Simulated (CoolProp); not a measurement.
Toluene along the isotherm 620 K: density (kg/m³) from the reference equation and from simpler models built on Tc = 591.7 K, pc = 41.26 bar, ω = 0.266; each cubic takes its own stable root.

Values from CoolProp's reference Helmholtz-energy equation of state, Lemmon 2006. It is a short technical equation, of lower accuracy than the large ones.

| p (bar) | phase | reference | ideal gas | van der Waals | Redlich-Kwong | Soave-Redlich-Kwong | Peng-Robinson |
|---|---|---|---|---|---|---|---|
| 0.196 | gas | 0.3508 | 0.3503 | 0.3508 | 0.3508 | 0.3508 | 0.3509 |
| 0.348 | gas | 0.6237 | 0.6220 | 0.6234 | 0.6236 | 0.6235 | 0.6237 |
| 0.619 | gas | 1.112 | 1.106 | 1.111 | 1.111 | 1.111 | 1.112 |
| 1.1 | gas | 1.983 | 1.966 | 1.980 | 1.982 | 1.982 | 1.983 |
| 1.96 | gas | 3.557 | 3.503 | 3.548 | 3.554 | 3.553 | 3.559 |
| 3.48 | gas | 6.392 | 6.220 | 6.365 | 6.383 | 6.379 | 6.399 |
| 6.19 | gas | 11.63 | 11.06 | 11.54 | 11.60 | 11.58 | 11.65 |
| 11 | gas | 21.56 | 19.66 | 21.26 | 21.45 | 21.40 | 21.62 |
| 19.6 | gas | 41.90 | 35.03 | 40.83 | 41.49 | 41.27 | 42.07 |
| 34.8 | gas | 91.70 | 62.20 | 87.88 | 90.12 | 88.54 | 91.95 |
| 61.9 | supercritical | 374.1 | 110.6 | 294.7 | 321.0 | 298.1 | 322.1 |
